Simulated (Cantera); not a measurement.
**CH4 + CO2 + H2 (carbon deposition, reforming and gasification)**

Feed: 1 mol CH4, 0.043 mol CO2, 0.64 mol H2, equilibrated at 0.140 bar.

Equilibrium computed with Cantera from the NASA thermochemical tables; the gas is ideal and each condensed phase is pure. Candidate condensed phases: C, C6H6, C7H8, C8H18, H2O; 110 gas species. Equilibrium is a limit: real reactors are often held back by kinetics, nucleation or transport.

| T (K) | log p H2 | log p CH4 | log p H2O | log p CO | log p CO2 | log p H | log p C2H2 (acetylene) | n C(graphite) |
|---|---|---|---|---|---|---|---|---|
| 500 | -1.39 | -1.04 | -2.12 | -9.04 | -7.64 | <-12 | <-12 | 0 |
| 600 | -1.39 | -1.04 | -2.13 | -5.29 | -4.58 | <-12 | <-12 | 0 |
| 700 | -1.10 | -1.27 | -2.23 | -3.76 | -3.92 | <-12 | <-12 | 0.302 |
| 800 | -0.93 | -1.74 | -2.46 | -2.89 | -3.79 | -12.00 | -12.82 | 0.710 |
| 900 | -0.89 | -2.28 | -2.97 | -2.47 | -4.19 | -10.37 | -11.14 | 0.880 |
| 1000 | -0.87 | -2.77 | -3.65 | -2.37 | -4.99 | -9.08 | -9.82 | 0.929 |
| 1100 | -0.87 | -3.18 | -4.28 | -2.36 | -5.77 | -8.02 | -8.75 | 0.945 |
| 1200 | -0.87 | -3.54 | -4.81 | -2.36 | -6.43 | -7.14 | -7.86 | 0.952 |
| 1300 | -0.87 | -3.84 | -5.26 | -2.35 | -7.00 | -6.39 | -7.11 | 0.954 |
| 1400 | -0.87 | -4.10 | -5.65 | -2.35 | -7.48 | -5.75 | -6.47 | 0.955 |
| 1500 | -0.87 | -4.33 | -5.99 | -2.35 | -7.89 | -5.19 | -5.91 | 0.956 |
| 1600 | -0.87 | -4.52 | -6.28 | -2.35 | -8.25 | -4.70 | -5.43 | 0.956 |
| 1700 | -0.87 | -4.70 | -6.54 | -2.35 | -8.56 | -4.27 | -5.00 | 0.956 |
log p: log10 of the partial pressure in bar; n: condensed amount in mol.

From 500 K to 600 K nothing is condensed. From 700 K to 1700 K the condensed part is C(graphite). The main C-bearing gas is CH4 at 500 K and CO at 1700 K.
